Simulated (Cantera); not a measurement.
A closed system holds: 1 mol C₆H₆, 0.02 mol O₂, 30 mol N₂, held at 13.3 mbar.

These are equilibrium values from Cantera (NASA tables, ideal gas, pure condensed phases), not measurements of a reactor. Candidate condensed phases: C, C₆H₆, C₇H₈, C₈H₁₈, H₂O; 136 gas species. Rates play no part. All values below are at 1998 K.

Base state: N₂ 0.904, H₂ 0.0863, HCN 0.00409, H 0.00408, CO 0.00121, HNC 0.000231, C₂H₂ (acetylene) 6.55e-5 (mole fractions); condensed: C(graphite).

Q: What changes in the equilibrium state with this change: O₂ from 0.02 to 0.7 mol?

A: 
```json
[
 {"species": "N₂", "before": "0.904", "after": "0.868"},
 {"species": "H₂", "before": "0.0863", "after": "0.0829"},
 {"species": "CO", "before": "0.00121", "after": "0.0406"},
 {"species": "C₂H₂ (acetylene)", "before": "6.55e-5", "after": "6.28e-5"},
 {"species": "HNC", "before": "0.000231", "after": "0.000222"},
 {"species": "HCN", "before": "0.00409", "after": "0.00392"},
 {"species": "H", "before": "0.00408", "after": "0.00400"},
 {"species": "C(graphite), mol", "before": "5.81", "after": "4.45"}
]
```
